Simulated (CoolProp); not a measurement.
Values from CoolProp's reference Helmholtz-energy equation of state, Guder 2009.

Q: For sulfur hexafluoride, give the phase and the cp (kJ/(kg K)) at 296.55 °C and 27.9 bar.

A: 
- 296.55 °C and 27.9 bar: gas; cp 0.937
